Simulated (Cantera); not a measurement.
# Hydrocarbon pyrolysis for carbon deposition

An isothermal, constant-pressure homogeneous reactor starts with CH₄ : H₂ = 1 : 5.4 (molar parts), at 1725 K and 1.40 bar.

Model: GRI-Mech 3.0 (53 species, 325 reactions), integrated in Cantera. GRI-Mech 3.0 stops at C3 and has no aromatics, soot or wall deposition, so with more carbon than oxygen in the feed, carbon stays in small species such as C2H2 where larger ones or solid carbon would form.

```json
[
 {"t (s)": "0.000600", "x CH₄": "0.153", "x H₂": "0.845", "x H": "0.000126", "x C₂H₂": "0.000555", "x CH₃": "0.000458", "x C₂H": "5.18e-10"},
 {"t (s)": "0.00130", "x CH₄": "0.149", "x H₂": "0.848", "x H": "0.000126", "x C₂H₂": "0.00198", "x CH₃": "0.000447", "x C₂H": "1.85e-9"},
 {"t (s)": "0.00282", "x CH₄": "0.141", "x H₂": "0.852", "x H": "0.000127", "x C₂H₂": "0.00522", "x CH₃": "0.000426", "x C₂H": "4.90e-9"},
 {"t (s)": "0.00612", "x CH₄": "0.127", "x H₂": "0.860", "x H": "0.000130", "x C₂H₂": "0.0113", "x CH₃": "0.000386", "x C₂H": "1.07e-8"},
 {"t (s)": "0.0133", "x CH₄": "0.104", "x H₂": "0.873", "x H": "0.000133", "x C₂H₂": "0.0209", "x CH₃": "0.000322", "x C₂H": "2.01e-8"},
 {"t (s)": "0.0288", "x CH₄": "0.0756", "x H₂": "0.889", "x H": "0.000139", "x C₂H₂": "0.0330", "x CH₃": "0.000238", "x C₂H": "3.23e-8"},
 {"t (s)": "0.0625", "x CH₄": "0.0494", "x H₂": "0.904", "x H": "0.000145", "x C₂H₂": "0.0440", "x CH₃": "0.000160", "x C₂H": "4.42e-8"},
 {"t (s)": "0.136", "x CH₄": "0.0338", "x H₂": "0.913", "x H": "0.000150", "x C₂H₂": "0.0505", "x CH₃": "0.000112", "x C₂H": "5.19e-8"},
 {"t (s)": "0.294", "x CH₄": "0.0293", "x H₂": "0.915", "x H": "0.000151", "x C₂H₂": "0.0523", "x CH₃": "9.79e-5", "x C₂H": "5.42e-8"},
 {"t (s)": "0.638", "x CH₄": "0.0290", "x H₂": "0.916", "x H": "0.000151", "x C₂H₂": "0.0525", "x CH₃": "9.70e-5", "x C₂H": "5.44e-8"},
 {"t (s)": "1.38", "x CH₄": "0.0290", "x H₂": "0.916", "x H": "0.000151", "x C₂H₂": "0.0525", "x CH₃": "9.70e-5", "x C₂H": "5.44e-8"},
 {"t (s)": "3.00", "x CH₄": "0.0290", "x H₂": "0.916", "x H": "0.000151", "x C₂H₂": "0.0525", "x CH₃": "9.70e-5", "x C₂H": "5.44e-8"}
]
```
x: mole fraction; the columns are a selection and need not sum to one.

Equilibrium at this temperature and pressure: CH₄ 0.0290, H₂ 0.916, H 0.000151, C₂H₂ 0.0525, CH₃ 9.70e-5, C₂H 5.44e-8 (gas phase only).
